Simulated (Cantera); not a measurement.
A Cantera script and what it prints.

```python
import numpy as np
import cantera as ct

gas_names = """
    Mg MgN MgO Mg2 N NO NO2 NO3 N2 N2O O O2 O3 Si SiN SiO SiO2 Si2 Si2N Si3
""".split()
cond_names = """
    Mg(cr) Mg(L) MgO(s) MgO(L) MgSiO3(I) MgSiO3(II) MgSiO3(III) MgSiO3(L) Mg2SiO4(s) Mg2SiO4(L) Si(cr)
    Si(L) SiO2(Lqz) SiO2(hqz) SiO2(L) Si2N2O(s) Si3N4(a)
""".split()


# ... load() reads the species with a 1 bar reference pressure and builds the phases ...
atoms = {
    'SiO2': {'Si': 1, 'O': 2},
    'MgO': {'Mg': 1, 'O': 1},
    'N2': {'N': 2},
}
top_T = {'Si2N2O(s)': 2100, 'Si3N4(a)': 2400}  # K; cautious upper limits of use, not melting points


# ... equilibrate(T, P, feed) seeds the gas with the atoms and calls Mixture.equilibrate('TP', solver="vcs", rtol=1e-11, max_steps=5000) ...
results = []
feed = {'SiO2': 1, 'MgO': 1.2, 'N2': 2.2}  # mol
T = 1575  # K
P = 28  # Pa
mix = equilibrate(T, P, feed)
results.append((T, P, feed, dict(zip(mix.species_names, mix.species_moles))))
x = sorted(zip(gas.X, gas.species_names), reverse=True)
print(f"T = {T:g} K  P = {P:g} Pa  gas = {mix.phase_moles(0):.4g} mol")
print("   x: " + "  ".join(f"{s} {v:.3e}" for v, s in x if v > 0.001))
print("   condensed (mol): " + ("  ".join(f"{mix.phase(i).name} {mix.phase_moles(i):.4g}"
      for i in range(1, mix.n_phases) if mix.phase_moles(i) > 1e-12) or "none"))
```

Result:

```
T = 1575 K  P = 28 Pa  gas = 2.2 mol
   x: N2 1.000e+00
   condensed (mol): MgSiO3(III) 0.8  Mg2SiO4(s) 0.2
```

Cantera equilibrium calculation (NASA polynomials, part measured and part estimated; ideal gas, pure solids and liquids). Mutual solubility and eutectic melting of coexisting phases are not modelled. Condensed phases not in the tables: alloys, solid solutions and most ternary compounds.
